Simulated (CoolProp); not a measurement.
Model: reference Helmholtz-energy equation of state, Lemmon 2006, in CoolProp. It is a short technical equation, of lower accuracy than the large ones.

Give the vapour pressure (MPa), liquid cp (kJ/(kg K)), vapour Z, surface tension (mN/m) of saturated toluene at 11.05 °C.


```
T (°C)  p (MPa)  liquid cp (kJ/(kg K))  vapour Z  surface tension (mN/m)
------  -------  ---------------------  --------  ----------------------
11.05   0.00177                   1.66     0.998                    29.6
```

Surface tension comes from a separate correlation (Mulero 2012).
